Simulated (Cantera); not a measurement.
A closed system holds: 1 mol SiO₂, 0.24 mol Al₂O₃, 0.13 mol N₂, equilibrated at 1 atm.

Cantera equilibrium calculation (NASA polynomials, part measured and part estimated; ideal gas, pure solids and liquids). Candidate condensed phases: Al, AlN, Al₂O₃, Al₂SiO₅, Al₆Si₂O₁₃, Si, SiO₂, Si₂N₂O, Si₃N₄; 23 gas species. Mutual solubility and eutectic melting of coexisting phases are not modelled. The tables hold silica as quartz up to 1696 K and as liquid above; real silica turns to tridymite and cristobalite and melts near 1996 K. Condensed phases not in the tables: alloys, solid solutions and most ternary compounds. Equilibrium is a limit: real reactors are often held back by kinetics, nucleation or transport. All values below are at 1500 K.

Base state: N₂ 1.00 (mole fractions); condensed: Al₆Si₂O₁₃(mullite) + SiO₂(β-quartz).

Question: What changes in the equilibrium state with this change: 0.25 mol Cl₂ added?

Answer: 
| species | before | after |
|---|---|---|
| Cl₂ | 0 | 0.608 |
| N₂ | 1.00 | 0.334 |
| Cl | 0 | 0.0453 |
| SiCl₄ | 0 | 4.89e-5 |
| AlCl₃ | 0 | 0.00725 |
| O₂ | <1e-9 | 0.00538 |
| ClO | 0 | 8.22e-5 |
| NO | 3.09e-9 | 0.000127 |
| Al₆Si₂O₁₃(mullite), mol | 0.0800 | 0.0795 |
| SiO₂(β-quartz), mol | 0.840 | 0.841 |
Further candidate phases: AlCl₃.
